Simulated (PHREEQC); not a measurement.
Sulfide liquor (model solution)

Consider water at 25 °C with 0.27 mol/kgw NH4HS, 0.0008 mol/kgw NaCl and 0.2 mol/kgw MnCl2. Closed to the air; pH follows from the charge balance.

Equilibrium calculation in PHREEQC: ion-association model, wateq4f.dat.

No solid was allowed to form.

Q: What pH, activity of water does the model give?

A: pH 8.00; activity of water 0.981.

Q: In which forms is N present?

A: NH4+ 96 %, NH3 4.1 % of the N.

Examples of supersaturated solids here: MnS(Green). Others may be too. Ionic strength above about 0.7 mol/kgw puts this run outside the model's range. The polysulfide entries of wateq4f.dat were taken out for this run.
